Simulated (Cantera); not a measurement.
Feed: 1 mol Ta2O5, 1.1 mol CH4, 0.82 mol H2, 2.5 mol C, at 0.00133 bar.

Cantera equilibrium calculation (NASA polynomials, part measured and part estimated; ideal gas, pure solids and liquids). Candidate condensed phases: C, C6H6, C7H8, C8H18, H2O, Ta, TaC, Ta2O5; 113 gas species. Mutual solubility and eutectic melting of coexisting phases are not modelled. TaC: taken at fixed stoichiometry. Condensed phases not in the tables: Ta2C, N, O or C dissolved in the metal. Equilibrium is a limit: real reactors are often held back by kinetics, nucleation or transport.

x: gas mole fraction; n: condensed amount in mol.

```tsv
T (K)	x H2	x CO	x H	x TaO2	x CH4	x TaO	n C(graphite)	n TaC(s)	n Ta2O5(s)	n Ta(s)	n Ta2O5(l)
800	0.998	0.000257	7.92e-11	<1e-12	0.00178	<1e-12	3.59	0.000320	1.000	0	0
950	0.927	0.0725	1.47e-8	<1e-12	0.000192	<1e-12	3.27	0.0945	0.953	0	0
1100	0.540	0.460	5.20e-7	<1e-12	2.85e-6	<1e-12	0	1.03	0.486	0	0
1250	0.540	0.460	9.73e-6	<1e-12	9.76e-8	<1e-12	0	1.03	0.485	0	0
1400	0.540	0.460	9.79e-5	5.62e-11	6.96e-9	<1e-12	0	1.03	0.485	0	0
1550	0.539	0.460	0.000633	1.29e-8	8.37e-10	5.39e-10	0	1.03	0.485	0	0
1700	0.537	0.459	[?]	[?]	[?]	[?]	0	1.03	0.485	0	0
1850	0.531	0.457	[?]	[?]	[?]	[?]	0	1.03	0.485	0	0
2000	0.434	0.535	0.0293	0.000789	4.86e-12	0.000151	0	0	0.276	1.44	0
2150	0.398	0.519	0.0728	0.00784	<1e-12	0.00158	0	0	0	1.43	0.254
```

Question: Complete the blanks.

Answer: 
- 1700, x H: 0.00296
- 1700, x TaO2: 1.10e-6
- 1700, x CH4: 1.47e-10
- 1700, x TaO: 1.01e-7
- 1850, x H: 0.0108
- 1850, x TaO2: 4.44e-5
- 1850, x CH4: 3.41e-11
- 1850, x TaO: 7.88e-6
